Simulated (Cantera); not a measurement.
A perfectly stirred reactor is fed with 50.0 % NH3, 50.0 % N2, at 2670 Pa; it is held at 2200 K, and followed from long to short residence time.

Detailed kinetics in Cantera: the gas-phase N/H chemistry of the illustrative SiF4/NH3 mechanism in the Surface Chemkin manual (1991). Walls and surfaces, which speed up NH3 decomposition in real reactors, are not modelled.

Predict: x(NH3) at τ = 17.0 s; x(N2H2) at τ = 17.0 s; x(NH) at τ = 17.0 s; x(H) at τ = 17.0 s; x(NH3) at τ = 0.240 s; x(N2H4) at τ = 0.240 s; x(N2H2) at τ = 0.240 s; x(NH) at τ = 0.240 s; x(H) at τ = 0.240 s.


* **x(NH3) at τ = 17.0 s**: 0.00130
* **x(N2H2) at τ = 17.0 s**: 2.30e-8
* **x(NH) at τ = 17.0 s**: 1.30e-5
* **x(H) at τ = 17.0 s**: 0.00566
* **x(NH3) at τ = 0.240 s**: 0.161
* **x(N2H4) at τ = 0.240 s**: 2.91e-9
* **x(N2H2) at τ = 0.240 s**: 2.73e-6
* **x(NH) at τ = 0.240 s**: 4.50e-5
* **x(H) at τ = 0.240 s**: 0.000689
